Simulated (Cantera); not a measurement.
Source: NASA polynomial tables (part measured, part estimated), evaluated in Cantera. Values are per mole of reaction as written; species without (g) are pure solids or liquids, kept so even where they would boil at 1 bar.

### Question
Between 1098 and 2898 K, where is each reaction favourable under standard conditions?
- 2 C2H2(g) + Ti + 8 CH3OH(g) = 6 C2H5OH(g) + TiO2

### Answer
- 2 C2H2(g) + Ti + 8 CH3OH(g) = 6 C2H5OH(g) + TiO2: ΔG° is -538 kJ at 1098 K and 453 kJ at 2898 K; it changes sign between 1898 and 2098 K. ΔH° is -1050 kJ and ΔS° -519 J/K at 2898 K.
